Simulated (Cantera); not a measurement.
Mixture: 21.7 % CO, 1.28 % H2, 13.1 % O2, 49.1 % N2, 14.8 % CO2, at 30.6 atm, adiabatic and at constant pressure. Ignition delay is the time to a rise of 400 K.

Cantera simulation using GRI-Mech 3.0 (53 species, 325 reactions); the numbers are that mechanism's predictions, not measurements. The hydrogen kinetics of GRI-Mech 3.0 are dated; newer H2 mechanisms differ, most at raised pressure. The pressure lies above the range GRI-Mech 3.0 was tuned for (to about 10 atm).

Question: Predict: delay at 1223 K; delay at 1323 K; delay at 1423 K; delay at 1523 K; apparent activation energy between 1473 and 1573 K.

Answer: 
| Item | Value |
|---|---|
| delay at 1223 K | 89.5 µs |
| delay at 1323 K | 25.3 µs |
| delay at 1423 K | 9.51 µs |
| delay at 1523 K | 4.87 µs |
| apparent activation energy between 1473 and 1573 K | 100 kJ/mol |
